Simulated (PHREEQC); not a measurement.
Make-up at 25 °C: 3.1 mmol/kgw HF, 3.3 mmol/kgw NH4F, 0.21 mmol/kgw H4SiO4 and 0.58 mmol/kgw H2SO4. Closed to the air; pH follows from the charge balance.

Computed with PHREEQC (ion-association model, phreeqc.dat).

Problem. The ionic strength comes out as 0.00481 mol/kgw. What activity coefficients do HF2-, SO4-2, F-, SiF6-2, NH4SO4- get?

Solution. HF2- 0.93, SO4-2 0.75, F- 0.93, SiF6-2 0.75, NH4SO4- 0.93.

Precipitation was switched off in this run. Complexes and solids missing from the database can't appear. SiF6-2 is the database's only silicon fluoride.
